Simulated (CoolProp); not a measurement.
Tetrahydrofuran at 298.15 K and 0.774 MPa is throttled through a valve to 0.183 MPa with no heat exchange. Each further row changes one setting.

Model: reference Helmholtz-energy equation of state, Fiedler 2023, in CoolProp.

```json
[
 {"case": "as stated", "temperature change (K)": "+0.2"},
 {"case": "outlet pressure 0.0549 MPa", "temperature change (K)": "+0.3"},
 {"case": "outlet pressure 0.238 MPa", "temperature change (K)": "+0.2"}
]
```
